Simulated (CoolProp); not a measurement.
Values from CoolProp's reference Helmholtz-energy equation of state, Zhou 2011.

Task: For dimethyl carbonate, give the phase and the density (kg/m³), cv (kJ/(kg K)), Joule-Thomson coefficient (K/MPa), expansivity (1/kK) at 554.3 K and 24.8 MPa; 590.9 K and 24.8 MPa; 600 K and 24.8 MPa.

Result: 
- 554.3 K and 24.8 MPa: liquid; density 751, cv 1.79, Joule-Thomson coefficient 0.0804, expansivity 2.06
- 590.9 K and 24.8 MPa: supercritical; density 692, cv 1.85, Joule-Thomson coefficient 0.260, expansivity 2.45
- 600 K and 24.8 MPa: supercritical; density 677, cv 1.86, Joule-Thomson coefficient 0.314, expansivity 2.55
